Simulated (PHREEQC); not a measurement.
0.73 g of hydrous ferric oxide (600 m²/g; 0.2 weak and 0.005 strong sites per Fe, Dzombak-Morel constants, diffuse double layer) in 1 kg of water with 0.005 mol/kgw of an inert sodium salt and 1.3e-05 mol Na2HAsO4, at 25 °C; the pH is set by adding NaOH or the inert anion's acid. O2 is buffered at 0.21 atm. CO2 from the air is kept out. Precipitation was switched off in this run.

The series has 13 steps of pH, from 3 to 11.

All values are PHREEQC results (ion-association model, wateq4f.dat), not measurements.

Problem. Near which pH is half of the As sorbed, and on which side is more sorbed?

Solution. Near pH 10.4, with more sorbed at lower pH.

The oxide is taken as insoluble; below pH 4 it would dissolve.
